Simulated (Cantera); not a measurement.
Input: 1 mol Si, 0.93 mol Cl2, 2.8 mol H2, at 302 °C and 26.0 bar.

Method: chemical equilibrium by Gibbs-energy minimisation in Cantera with the NASA 1993 tables (ideal gas, pure condensed phases). Candidate condensed phases: Si; 19 gas species. Equilibrium is a limit: real reactors are often held back by kinetics, nucleation or transport.

Base state: H2 0.823, SiHCl3 0.104, SiCl4 0.0646, SiH2Cl2 0.00777, SiH3Cl 0.000110 (mole fractions); condensed: Si(s).

Task: What changes in the equilibrium state with this change: temperature from 302 °C to 452 °C?

Result: 
```tsv
species	before	after
H2	0.823	0.823
SiHCl3	0.104	0.0991
SiCl4	0.0646	0.0671
SiH2Cl2	0.00777	0.0102
HCl	7.58e-6	0.000172
SiH3Cl	0.000110	0.000229
Si(s), mol	0.440	0.440
```

Task: What changes in the equilibrium state with this change: temperature from 302 °C to 977 °C?

Result: 
```csv
species,before,after
H2,0.823,0.807
SiHCl3,0.104,0.0819
SiCl4,0.0646,0.0671
HCl,7.58e-6,0.0236
SiH2Cl2,0.00777,0.0136
SiCl2,<1e-9,0.00173
SiCl3,2.81e-8,0.00403
"Si(s), mol",0.440,0.459
```
The tables' values for SiCl3 are old estimates; treat these amounts as uncertain. Gases not in the tables: Si2H6 and higher silanes.
